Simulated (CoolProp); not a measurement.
Vapour pressure (bar) of ethanol: the reference equation beside estimates from Tc = 514.7 K, pc = 62.68 bar, ω = 0.644. Clausius-Clapeyron is anchored at 368.6 K with a constant enthalpy of vaporisation of 37.76 kJ/mol.

Computed with CoolProp (reference Helmholtz-energy equation of state, Schroeder 2014).

| T (K) | reference | Clausius-Clapeyron | Peng-Robinson |
|---|---|---|---|
| 288.5 | 0.04423 | 0.06253 | 0.04445 |
| 304.5 | 0.1128 | 0.1430 | 0.1159 |
| 320.5 | 0.2586 | 0.3011 | 0.2688 |
| 336.5 | 0.5419 | 0.5907 | 0.5645 |
| 352.6 | 1.055 | 1.094 | 1.095 |
| 368.6 | 1.913 | 1.913 | 1.972 |
| 384.6 | 3.275 | 3.195 | 3.345 |
| 400.6 | 5.329 | 5.120 | 5.392 |
| 416.6 | 8.294 | 7.913 | 8.324 |
| 432.6 | 12.41 | 11.84 | 12.38 |
| 448.6 | 17.94 | 17.22 | 17.84 |

Absolute difference from the reference over all 11 rows, mean and median: Clausius-Clapeyron 10.6 and 4.6 %, Peng-Robinson 2.1 and 2.1 %.
